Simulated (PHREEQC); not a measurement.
Dissolve 2 mmol/kgw CdSO4, 0.034 mmol/kgw NaCl and 22 mmol/kgw NiCl2 at 32 °C. Closed to the air; pH follows from the charge balance.

Computed with PHREEQC (ion-association model, wateq4f.dat).

| quantity | before | after |
|---|---|---|
| pH | 5.82 | 6.15 |
| Ni+2 (mol/kgw) | 0.0202 | 0.00194 |
| CdCl+ (mol/kgw) | 0.00114 | 0.000350 |
| SO4-2 (mol/kgw) | 0.00114 | 0.00149 |
| SI of CdOHCl (CdOHCl) | -2.60 | -2.74 |
| SI of Morenosite (NiSO4:7H2O) | -3.09 | -3.61 |

Q: Name the change that produced these shifts.
(A) NiCl2 from 0.022 to 0.0022 mol/kgw
(B) NaCl from 3.4e-05 to 6.8e-05 mol/kgw
(C) diluted 10-fold with water
(D) temperature from 32 to 35 °C
(E) diluted 100-fold with water

A: A, NiCl2 from 0.022 to 0.0022 mol/kgw

Precipitation was switched off in this run. In wateq4f.dat the enthalpy of Ni(OH)2 has the wrong sign, so its saturation index can't be trusted away from 25 °C.
